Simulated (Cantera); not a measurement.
Input: 1 mol SiHCl3, 17 mol N2, equilibrated at 725 °C and 0.100 bar.

These are equilibrium values from Cantera (NASA tables, ideal gas, pure condensed phases), not measurements of a reactor. Candidate condensed phases: NH4Cl, Si, Si3N4; 28 gas species. N2 is the only nitrogen source here; it is nearly inert below about 1500 K, so the nitride shown seldom forms there in practice. The tables' values for SiCl3 are old estimates; treat these amounts as uncertain. Equilibrium is a limit: real reactors are often held back by kinetics, nucleation or transport.

Base state: N2 0.920, HCl 0.0457, SiCl4 0.0299, H2 0.00467, SiHCl3 2.11e-5, SiCl3 1.66e-5 (mole fractions); condensed: Si3N4(s).

**Question.** What changes in the equilibrium state with this change: pressure from 0.100 bar to 1.40 mbar?

**Answer.** 
| species | before | after |
|---|---|---|
| N2 | 0.920 | 0.919 |
| HCl | 0.0457 | 0.0496 |
| SiCl4 | 0.0299 | 0.0288 |
| H2 | 0.00467 | 0.00274 |
| SiCl3 | 1.66e-5 | 9.59e-5 |
| SiHCl3 | 2.11e-5 | 1.11e-5 |
| Si3N4(s), mol | 0.152 | 0.158 |
